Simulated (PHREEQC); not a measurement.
Dissolve 0.071 mol KCl, 5.6e-05 mol ZnCl2, 0.0013 mol NaHCO3 and 5.5e-05 mol Na2SO4 per kg of water at 25 °C. Closed to the air; pH follows from the charge balance.

Computed with PHREEQC (ion-association model, phreeqc.dat).

Precipitation was switched off in this run.

Task: Order these S species by the share of S that they hold, largest first: NaSO4-, KSO4-, ZnSO4, SO4-2.

Result: SO4-2 (83 %), KSO4- (17 %), NaSO4- (0.24 %), ZnSO4 (0.11 %)

The pH is 7.88 and the ionic strength 0.0726 mol/kgw. The database's zinc carbonate complexes are estimates, stronger than later reviews accept.
